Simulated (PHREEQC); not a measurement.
Make-up at 20 °C: 0.11 mol/kgw Na2S, 0.0018 mol/kgw HCl and 0.00014 mol/kgw FeCl2. It is in equilibrium with CO2 at log p = -1 (atm). Otherwise closed; pH follows from the charge balance.

Equilibrium calculation in PHREEQC: ion-association model, phreeqc.dat.

```
quantity                  before   after
------------------------  ------  ------
pH                          7.71    6.80
ionic strength (mol/kgw)   0.213   0.219
Na+ (mol/kgw)              0.212   0.219
HCO3- (mol/kgw)            0.112  0.0139
HS- (mol/kgw)             0.0967  0.0530
H2S (mol/kgw)             0.0129  0.0566
SI of Siderite (FeCO3)     -4.39   -5.45
```

Question: What was changed between the two runs?
A. Na2S from 0.11 to 0.165 mol/kgw
B. temperature from 20 to 60 °C
C. temperature from 20 to 50 °C
D. 0.15 mol/kgw HBr added

Answer: D, 0.15 mol/kgw HBr added

No solid was allowed to form.
